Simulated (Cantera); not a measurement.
A closed system holds: 1 mol PbO, 700 mol H2, 11 mol N2, held at 1900 K and 0.130 bar.

These are equilibrium values from Cantera (NASA tables, ideal gas, pure condensed phases), not measurements of a reactor. Candidate condensed phases: H2O, Pb, PbO, PbO2, Pb3O4; 27 gas species. The numbers say what is thermodynamically allowed, not how fast it happens.

Base state: H2 0.980, N2 0.0154, H 0.00218, Pb 0.00140, H2O 0.00140 (mole fractions); condensed: gas only.

Problem. What changes in the equilibrium state with this change: H2 from 700 to 0.3 mol?

Solution. 
```tsv
species	before	after
N2	0.0154	0.885
Pb	0.00140	0.0442
PbO	6.18e-9	0.0363
H2	0.980	8.93e-5
H2O	0.00140	0.0238
O2	<1e-9	0.00928
NO	<1e-9	0.00128
O	<1e-9	7.97e-5
OH	2.56e-7	0.000456
H	0.00218	2.08e-5
```
Gases not in the tables: (PbO)n polymers.

Problem. What changes in the equilibrium state with this change: pressure from 0.130 bar to 8.70 bar?

Solution. 
| species | before | after |
|---|---|---|
| H2 | 0.980 | 0.981 |
| N2 | 0.0154 | 0.0154 |
| H2O | 0.00140 | 0.00140 |
| H | 0.00218 | 0.000267 |
| NH3 | 3.75e-7 | 2.52e-5 |
| Pb | 0.00140 | 0.00140 |

Problem. What changes in the equilibrium state with this change: PbO replaced by NiS?

Solution. 
```json
[
 {"species": "H2", "before": "0.980", "after": "0.981"},
 {"species": "N2", "before": "0.0154", "after": "0.0154"},
 {"species": "H", "before": "0.00218", "after": "0.00218"},
 {"species": "Pb", "before": "0.00140", "after": "0"},
 {"species": "H2O", "before": "0.00140", "after": "0"},
 {"species": "H2S", "before": "0", "after": "0.00112"},
 {"species": "Ni", "before": "0", "after": "0.000413"},
 {"species": "SH", "before": "0", "after": "0.000225"},
 {"species": "S", "before": "0", "after": "1.78e-5"},
 {"species": "S2", "before": "0", "after": "1.61e-5"},
 {"species": "Ni(l), mol", "before": "0", "after": "0.697"}
]
```
Further candidate phases: Ni, NiS, NiS2, Ni3S2, Ni3S4, S.
